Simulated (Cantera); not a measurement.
Charge: 1 mol SiCl₄, 0.59 mol HCl, 12 mol H₂, held at 450 °C and 520000 Pa.

Equilibrium computed with Cantera from the NASA thermochemical tables; the gas is ideal and each condensed phase is pure. Candidate condensed phases: Si; 19 gas species. The numbers say what is thermodynamically allowed, not how fast it happens.

Base state: H₂ 0.883, SiCl₄ 0.0731, HCl 0.0439, SiHCl₃ 0.000440 (mole fractions); condensed: gas only.

Task: What changes in the equilibrium state with this change: SiCl₄ replaced by Si?

Result: 
| species | before | after |
|---|---|---|
| H₂ | 0.883 | 0.985 |
| SiHCl₃ | 0.000440 | 0.00919 |
| SiCl₄ | 0.0731 | 0.00427 |
| HCl | 0.0439 | 0.000137 |
| SiH₃Cl | <1e-9 | 4.48e-5 |
| SiH₂Cl₂ | 1.83e-7 | 0.00137 |
| Si(s), mol | 0 | 0.815 |
